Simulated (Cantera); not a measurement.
A closed system holds: 1 mol Si, 1.3 mol Br2, 5.5 mol H2, at 402 °C and 105 Torr.

Method: chemical equilibrium by Gibbs-energy minimisation in Cantera with the NASA 1993 tables (ideal gas, pure condensed phases). Candidate condensed phases: Br2, Si; 19 gas species. Equilibrium is a limit: real reactors are often held back by kinetics, nucleation or transport.

Base state: H2 0.891, SiBr4 0.0999, SiHBr3 0.00753, HBr 0.000814, SiH2Br2 0.000263 (mole fractions); condensed: Si(s).

Task: What changes in the equilibrium state with this change: pressure from 105 Torr to 278 Torr?

Result: 
```tsv
species	before	after
H2	0.891	0.891
SiBr4	0.0999	0.0984
SiHBr3	0.00753	0.00950
SiH2Br2	0.000263	0.000424
HBr	0.000814	0.000636
Si(s), mol	0.339	0.335
```
